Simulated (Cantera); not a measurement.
# Thermodynamics of nitride etching, feed BN + O2 + H2

Feed: 1 mol BN, 4.4 mol O2, 2.7 mol H2, held at 3.40 mbar.

Method: chemical equilibrium by Gibbs-energy minimisation in Cantera with the NASA 1993 tables (ideal gas, pure condensed phases). Candidate condensed phases: B, BN, B2O3, B3O3H3, H2O; 39 gas species. Gases not in the tables: H3BO3. Rates play no part.

From 1098 K to 1398 K the condensed part is B2O3(l). From 1498 K to 1998 K nothing is condensed.

| T (K) | x H2O | x O2 | x HBO2 | x N2 | x OH | x BO2 | x O | n B2O3(l) |
|---|---|---|---|---|---|---|---|---|
| 1098 | 0.489 | 0.418 | 0.00202 | 0.0908 | 7.16e-6 | 3.86e-8 | 2.63e-8 | 0.492 |
| 1198 | 0.483 | 0.416 | 0.00964 | 0.0904 | 3.15e-5 | 8.02e-7 | 2.66e-7 | 0.471 |
| 1298 | 0.464 | 0.411 | 0.0351 | 0.0892 | 0.000108 | 1.03e-5 | 1.88e-6 | 0.400 |
| 1398 | 0.415 | 0.396 | 0.101 | 0.0861 | 0.000298 | 9.06e-5 | 9.91e-6 | 0.202 |
| 1498 | 0.369 | 0.383 | 0.161 | 0.0830 | 0.000711 | 0.000383 | 4.19e-5 | 0 |
| 1598 | 0.369 | 0.382 | 0.159 | 0.0829 | 0.00161 | 0.000851 | 0.000150 | 0 |
| 1698 | 0.369 | 0.381 | 0.157 | 0.0826 | 0.00331 | 0.00172 | 0.000463 | 0 |
| 1798 | 0.368 | 0.378 | 0.154 | 0.0822 | 0.00627 | 0.00318 | 0.00126 | 0 |
| 1898 | 0.365 | 0.375 | 0.149 | 0.0816 | 0.0111 | 0.00547 | 0.00308 | 0 |
| 1998 | 0.360 | 0.368 | 0.144 | 0.0807 | 0.0183 | 0.00884 | 0.00686 | 0 |
x: gas mole fraction; n: condensed amount in mol.
